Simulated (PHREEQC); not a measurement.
Consider water at 45 °C with 0.0067 mol KOH and 4e-05 mol H4SiO4 per kg of water. Closed to the air; pH follows from the charge balance.

Computed with PHREEQC (ion-association model, phreeqc.dat).

This is a speciation only: nothing precipitates in the calculation.

Task: Estimate the pH, specific conductance.

Result: pH 11.18; specific conductance 2540 µS/cm.

Task: In which forms is Si present?

Result: H3SiO4- 94 %, H2SiO4-2 4.0 %, H4SiO4 2.1 % of the Si.

Species that the database lacks are ignored. Away from 25 °C the constants follow the database's enthalpies or fits; those with neither stay at their 25 °C values.
